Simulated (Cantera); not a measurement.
Input (Python, Cantera):

```python
import numpy as np
import cantera as ct

gas = ct.Solution("gri30.yaml")
gas.TPX = 2098, 270000, {'CH4': 1, 'H2O': 0.65, 'H2': 0.92}
reactor = ct.IdealGasConstPressureReactor(gas, energy="off", clone=False)
net = ct.ReactorNet([reactor])
net.rtol, net.atol = 1e-08, 1e-18
show = ['CH4', 'H2O', 'H2', 'C2H2', 'CH2']
times = np.geomspace(0.0002, 100, 9)

steps = ct.SolutionArray(gas, extra=["t"])
rows = []
print(f"{'t/s':>10s}{'T/K':>9s}{'P/Pa':>11s}" + "".join(f"{s:>11s}" for s in show))
for t in times:
    while net.time < t:
        t_next = net.step()
        steps.append(gas.state, t=t_next)
    rows.append([np.interp(t, steps.t, y) for y in (steps.T, steps.P, *steps(*show).X.T)])
    print(f"{t:10.3e}{rows[-1][0]:9.1f}{rows[-1][1]:11.4g}" + "".join(f"{x:11.3e}" for x in rows[-1][2:]))
rate = np.gradient(steps.T, steps.t)
print("integrator steps:", len(steps.t))
if steps.T.max() > steps.T[0] + 200:
    print(f"time of steepest temperature rise: {steps.t[rate.argmax()]:.4e} s")
gas.TPX = 2098, 270000, {'CH4': 1, 'H2O': 0.65, 'H2': 0.92}
gas.equilibrate("TP")
print(f"equilibrium (TP): T = {gas.T:.1f} K  " + "  ".join(f"{s} {gas[s].X[0]:.3e}" for s in show))
```

It prints:

```
       t/s      T/K       P/Pa        CH4        H2O         H2       C2H2        CH2
 2.000e-04   2098.0    2.7e+05  5.694e-02  1.810e-01  6.360e-01  1.108e-01  7.954e-06
 1.031e-03   2098.0    2.7e+05  1.934e-02  1.405e-01  6.916e-01  1.081e-01  3.952e-06
 5.318e-03   2098.0    2.7e+05  1.136e-02  6.662e-02  7.489e-01  7.241e-02  1.905e-06
 2.742e-02   2098.0    2.7e+05  4.862e-03  9.101e-03  7.932e-01  4.385e-02  6.224e-07
 1.414e-01   2098.0    2.7e+05  3.358e-03  1.079e-05  8.005e-01  3.950e-02  3.966e-07
 7.293e-01   2098.0    2.7e+05  3.357e-03  4.501e-06  8.005e-01  3.950e-02  3.964e-07
 3.761e+00   2098.0    2.7e+05  3.357e-03  4.501e-06  8.005e-01  3.950e-02  3.964e-07
 1.939e+01   2098.0    2.7e+05  3.357e-03  4.501e-06  8.005e-01  3.950e-02  3.964e-07
 1.000e+02   2098.0    2.7e+05  3.357e-03  4.501e-06  8.005e-01  3.950e-02  3.964e-07
integrator steps: 1658
equilibrium (TP): T = 2098.0 K  CH4 3.357e-03  H2O 4.537e-06  H2 8.005e-01  C2H2 3.950e-02  CH2 3.964e-07
```

Computed with Cantera and GRI-Mech 3.0 (53 species, 325 reactions). GRI-Mech 3.0 stops at C3 and has no aromatics, soot or wall deposition, so with more carbon than oxygen in the feed, carbon stays in small species such as C2H2 where larger ones or solid carbon would form.
